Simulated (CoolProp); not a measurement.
Vapour pressure (MPa) of oxygen: the reference equation beside estimates from Tc = -118.6 °C, pc = 5.046 MPa, ω = 0.022. Clausius-Clapeyron is anchored at -157.75 °C with a constant enthalpy of vaporisation of 5.808 kJ/mol.

Values from CoolProp's reference Helmholtz-energy equation of state, Schmidt 1985.

```csv
T (°C),reference,Lee-Kesler,Clausius-Clapeyron,Redlich-Kwong,Soave-Redlich-Kwong,Peng-Robinson
-160.65,0.6431,0.6435,0.6629,0.6071,0.6451,0.6458
-157.75,0.7748,0.7755,0.7748,0.7420,0.7788,0.7780
-154.85,0.9250,0.9259,0.8988,0.8967,0.9316,0.9289
-151.95,1.095,1.096,1.035,1.073,[?],[?]
-148.95,1.294,1.294,1.190,1.279,1.307,1.300
-146.05,1.509,1.509,1.353,1.502,1.526,1.517
-143.15,1.749,1.748,1.529,1.751,1.771,1.759
-140.25,2.015,2.013,1.719,2.026,[?],2.027
-137.35,2.309,2.306,1.923,2.329,2.340,2.324
-134.45,2.633,2.629,2.142,2.661,2.667,2.650
-131.45,3.001,2.997,2.383,3.037,3.038,3.021
-128.55,3.391,3.387,2.630,3.431,3.430,3.413
-125.65,3.818,3.816,2.892,3.858,3.855,3.840
-122.75,4.286,4.285,3.169,4.319,4.315,4.305
```

Question: What belongs in the gaps?

Answer: 
- -151.95, Soave-Redlich-Kwong: 1.105
- -151.95, Peng-Robinson: 1.100
- -140.25, Soave-Redlich-Kwong: 2.041

Absolute difference from the reference over all 14 rows, mean and median: Lee-Kesler 0.1 and 0.1 %, Clausius-Clapeyron 13.3 and 13.6 %, Redlich-Kwong 1.7 and 1.1 %, Soave-Redlich-Kwong 1.0 and 1.1 %, Peng-Robinson 0.5 and 0.6 %.
